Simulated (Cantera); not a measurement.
A closed system holds: 1 mol MgCO3, 0.014 mol CO2, equilibrated at 1927 °C and 0.00270 bar.

Method: chemical equilibrium by Gibbs-energy minimisation in Cantera with the NASA 1993 tables (ideal gas, pure condensed phases). Candidate condensed phases: C, Mg, MgCO3, MgO; 15 gas species. The numbers say what is thermodynamically allowed, not how fast it happens.

Base state: CO2 0.643, CO 0.227, O2 0.108, O 0.0171, Mg 0.00502, MgO 0.000272 (mole fractions); condensed: MgO(s).

Problem. What changes in the equilibrium state with this change: temperature from 1927 °C to 1450 °C?

Solution. 
| species | before | after |
|---|---|---|
| CO2 | 0.643 | 0.973 |
| CO | 0.227 | 0.0178 |
| O2 | 0.108 | 0.00886 |
| O | 0.0171 | 0.000103 |
| Mg | 0.00502 | 2.90e-7 |
| MgO | 0.000272 | 1.36e-8 |
| MgO(s), mol | 0.994 | 1.00 |
